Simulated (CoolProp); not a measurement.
R1233zd(E) at 293.15 K and 0.0663 MPa is throttled through a valve to 0.0179 MPa with no heat exchange. Each further row changes one setting.

Model: reference Helmholtz-energy equation of state, Akasaka 2022, in CoolProp.

| case | temperature change (K) | final density (kg/m³) |
|---|---|---|
| as stated | ___ | ___ |
| outlet pressure 0.00537 MPa | ___ | ___ |
| outlet pressure 0.0233 MPa | ___ | ___ |

Task: Some entries are withheld; supply them.

Result: 
- as stated, temperature change (K): -1.6
- as stated, final density (kg/m³): 0.970
- outlet pressure 0.00537 MPa, temperature change (K): -2.0
- outlet pressure 0.00537 MPa, final density (kg/m³): 0.290
- outlet pressure 0.0233 MPa, temperature change (K): -1.4
- outlet pressure 0.0233 MPa, final density (kg/m³): 1.26
